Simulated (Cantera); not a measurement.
Feed: 1 mol TiO₂, 2.6 mol HCl, 0.27 mol H₂, held at 1648.15 K and 0.0100 bar.

These are equilibrium values from Cantera (NASA tables, ideal gas, pure condensed phases), not measurements of a reactor. Mutual solubility and eutectic melting of coexisting phases are not modelled. Condensed phases not in the tables: Magnéli phases beyond Ti₄O₇. Rates play no part.

```tsv
species	before	after
HCl	0.899	0.898
H₂	0.0931	0.0916
H₂O	0.00405	0.00544
Cl	0.00206	0.00340
TiCl₃	0.000950	0.000768
H	0.000272	0.000446
TiCl₄	0.000355	0.000219
TiOCl₂	2.26e-5	3.43e-5
TiCl₂	8.64e-6	1.09e-5
TiO₂(rutile), mol	0.980	0.958
Ti₄O₇(s), mol	0.00401	0.00980
```
Gas species are given as mole fractions.

Problem. What was changed between the two runs?
A. temperature from 1648.15 K to 1075 K
B. temperature from 1648.15 K to 1700 K
C. pressure from 0.0100 bar to 0.0420 bar
D. temperature from 1648.15 K to 1348 K

Solution. B, temperature from 1648.15 K to 1700 K. The tables' values for TiCl₂ are old estimates; treat these amounts as uncertain
